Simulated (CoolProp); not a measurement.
Properties of R11 along the isobar 39.1 bar.

Computed with CoolProp (reference Helmholtz-energy equation of state, Jacobsen 1992).

```csv
T (°C),phase,density (kg/m³),speed of sound (m/s),viscosity (µPa s),Prandtl number
145.95,liquid,1138,367.4,152,2.96
156.05,liquid,1093,328.6,136,2.93
166.15,liquid,1042,286.1,120,2.94
176.25,liquid,978.3,236.8,103,3.06
186.35,liquid,881.6,172.8,81.8,3.64
196.45,gas,254.5,…,21.2,1.38
206.65,gas,221.3,…,20.4,1.10
216.75,gas,201.5,129.7,…,0.995
226.85,gas,187.2,136.6,…,0.938
```

**Question.** Fill in the missing entries.

**Answer.** 
- 196.45, speed of sound (m/s): 109.7
- 206.65, speed of sound (m/s): 121.2
- 216.75, viscosity (µPa s): 20.2
- 226.85, viscosity (µPa s): 20.1

Viscosity comes from a separate model (Klein 1997), an estimate that may be off by 10 % or more. Thermal conductivity comes from a separate model (McLinden 2000), an estimate that may be off by 10 % or more.
